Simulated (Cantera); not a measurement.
An isothermal, constant-pressure homogeneous reactor starts with H2 : O2 = 0.059 : 1 (molar parts), equivalence ratio 0.029, at 1400 K and 0.00210 bar.

Cantera simulation using GRI-Mech 3.0 (53 species, 325 reactions); the numbers are that mechanism's predictions, not measurements. Radical loss at walls, strong at low pressure, is not modelled. The temperature is held fixed by assumption; the heat of reaction is taken as removed at once.

One state of this run: x H2 = 0.000192; x O2 = 0.934; x H2O2 = 5.82e-9; x O = 0.00679; x H = 0.000499; x H2O = 0.0552; x HO2 = 1.66e-7. x: mole fraction; the columns are a selection and need not sum to one.

Q: Which value of t (s) does it belong to?
(A) 7.13
(B) 0.159
(C) 0.00100
(D) 0.565

A: A, 7.13
